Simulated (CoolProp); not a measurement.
100 sccm (0 °C, 1 atm) of nitrogen bubbles through liquid n-hexane at 309.8 K and leaves saturated at a total pressure of 0.15 MPa (ideal gas phase). Each further row changes one setting.

Model: reference Helmholtz-energy equation of state, Thol 2019, in CoolProp.

| case | vapour pressure (kPa) | mole fraction of vapour | delivery (mg/min) | delivery (sccm) | change of delivery for a bath 1 K warmer (%) |
|---|---|---|---|---|---|
| as stated | 32.7 | 0.218 | 107 | 27.9 | [?] |
| bath temperature 314.8 K | [?] | [?] | [?] | [?] | 5.3 |
| total pressure 0.3 MPa | 32.7 | 0.109 | [?] | 12.2 | 4.5 |

### Question
Complete the blanks.

### Answer

- as stated, change of delivery for a bath 1 K warmer (%): 5.2
- bath temperature 314.8 K, vapour pressure (kPa): 39.7
- bath temperature 314.8 K, mole fraction of vapour: 0.265
- bath temperature 314.8 K, delivery (mg/min): 138
- bath temperature 314.8 K, delivery (sccm): 36.0
- total pressure 0.3 MPa, delivery (mg/min): 47.0
